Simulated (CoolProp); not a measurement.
R1234ze(E) at several states: fugacity coefficient from the reference equation and from simpler models built on Tc = 382.5 K, pc = 3635 kPa, ω = 0.313; each cubic takes its own stable root.

Model: reference Helmholtz-energy equation of state, Thol 2016, in CoolProp.

```
T (K)  p (kPa)   phase  reference
-----  -------  ------  ---------
354.9     4650  liquid     0.3692
239.6       70  liquid     0.7153
250.4     10.1     gas     0.9958
251       3290  liquid    0.02949
298.9      233     gas     0.9473
```

Task: How far does each simpler model (van der Waals, Redlich-Kwong, Peng-Robinson) lie from the reference over these 5 states: mean and median of the absolute difference, and the worst?

Result: 
- van der Waals: mean 109.3 %, median 30.3 %, worst +476.8 % at 251 K and 3290 kPa
- Redlich-Kwong: mean 30.7 %, median 12.6 %, worst +103.5 % at 251 K and 3290 kPa
- Peng-Robinson: mean 0.3 %, median 0.2 %, worst +0.8 % at 239.6 K and 70 kPa

At some of these states van der Waals, Redlich-Kwong gives the other phase, because its saturation line lies elsewhere.
